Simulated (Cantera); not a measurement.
An adiabatic, constant-volume homogeneous reactor starts with 3.73 % C3H8, 20.2 % O2, 76.0 % N2, equivalence ratio 0.92, at 1500 K and 0.260 bar.

Detailed kinetics in Cantera: GRI-Mech 3.0 (53 species, 325 reactions). GRI-Mech 3.0 was tuned for natural gas; its chemistry of propane as a main component is partial and can be far from experiment.

### Question
Predict: time of steepest temperature rise; temperature at 0.800 s; equilibrium temperature; x(O2) at 0.800 s; x(N2O) at 0.800 s; x(HCO) at 0.800 s.

### Answer
| Item | Value |
|---|---|
| time of steepest temperature rise | 0.179 ms |
| temperature at 0.800 s | 2786 K |
| equilibrium temperature | 2786 K |
| x(O2) at 0.800 s | 0.0331 (gas-phase equilibrium 0.0331) |
| x(N2O) at 0.800 s | 5.10e-7 (gas-phase equilibrium 5.10e-7) |
| x(HCO) at 0.800 s | 3.68e-8 (gas-phase equilibrium 3.68e-8) |
